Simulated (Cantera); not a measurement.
# Equilibrium for carbothermic reduction: SiO2 + CH4 + CO + C

A closed system holds: 1 mol SiO2, 0.47 mol CH4, 0.039 mol CO, 3.8 mol C, held at 2175 K and 1.00 bar.

Method: chemical equilibrium by Gibbs-energy minimisation in Cantera with the NASA 1993 tables (ideal gas, pure condensed phases). Candidate condensed phases: C, C6H6, C7H8, C8H18, H2O, Si, SiC, SiO2; 123 gas species. Kinetics and transport are ignored.

| Property | Value |
|---|---|
| x(CO) | 0.674 |
| x(H2) | 0.313 |
| x(SiO) | 0.00911 |
| x(H) | 0.00273 |
| x(C2H2 (acetylene)) | 0.000698 |
| x(Si) | 2.87e-5 |
| x(CH4) | 2.72e-5 |
| x(H2O) | 1.31e-5 |
| x(SiH2) | 8.23e-6 |
| n(C(graphite)) | 1.32 mol |
| n(SiC(s)) | 0.973 mol |
| gas amount | 2.983 mol |
| log10 activity of Si(l) (absent) | -1.00 |
